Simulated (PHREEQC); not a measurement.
Consider water at 25 °C with 0.28 mol/kgw FeCl3, 0.0032 mol/kgw ZnCl2 and 0.094 mol/kgw Na2SO4. It is in equilibrium with CO2 at log p = -3.4 (atm). Otherwise closed; pH follows from the charge balance.

Model: ion-association model, phreeqc.dat, run in PHREEQC.

This is a speciation only: nothing precipitates in the calculation.

Question: Estimate the pH.

Answer: pH 2.10.

Question: In which forms is Na present?

Answer: Na+ 99 %, NaSO4- 1.2 % of the Na.

The solution is supersaturated, for example in Hematite (slow to form), Goethite (slow to form), so a real one may precipitate; this is no full list. Caution: at this ionic strength the ion-association model is outside its range; a Pitzer model would be the better tool where its parameters exist. Complexes and solids missing from the database can't appear.
